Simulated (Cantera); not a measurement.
A closed system holds: 1 mol SiH2Cl2, 0.2 mol H2O, 0.92 mol H2, 0.077 mol O3, held at 1050 K and 6.30 mbar.

Equilibrium computed with Cantera from the NASA thermochemical tables; the gas is ideal and each condensed phase is pure. Candidate condensed phases: H2O, Si, SiO2; 30 gas species. Mutual solubility and eutectic melting of coexisting phases are not modelled. The tables' values for SiCl3 are old estimates; treat these amounts as uncertain. Kinetics and transport are ignored.

Base state: H2 0.755, SiCl4 0.147, HCl 0.0615, SiHCl3 0.0187, SiCl2 0.00935, SiCl3 0.00870, SiH2Cl2 0.000272 (mole fractions); condensed: Si(s) + SiO2(β-quartz).

Question: What changes in the equilibrium state with this change: temperature from 1050 K to 1473 K?

Answer: 
```tsv
species	before	after
H2	0.755	0.559
SiCl2	0.00935	0.192
HCl	0.0615	0.185
SiCl4	0.147	0.00224
SiO	6.03e-7	0.0498
SiHCl3	0.0187	0.000637
SiCl3	0.00870	0.0112
SiCl	<1e-9	1.57e-5
Cl	6.60e-9	3.20e-5
H	8.88e-8	0.000119
SiH2Cl2	0.000272	2.83e-5
Si(s), mol	0.294	0.0310
SiO2(β-quartz), mol	0.215	0.134
```
The tables' values for SiCl3, SiCl are old estimates; treat these amounts as uncertain. The tables hold silica as quartz up to 1696 K and as liquid above; real silica turns to tridymite and cristobalite and melts near 1996 K.
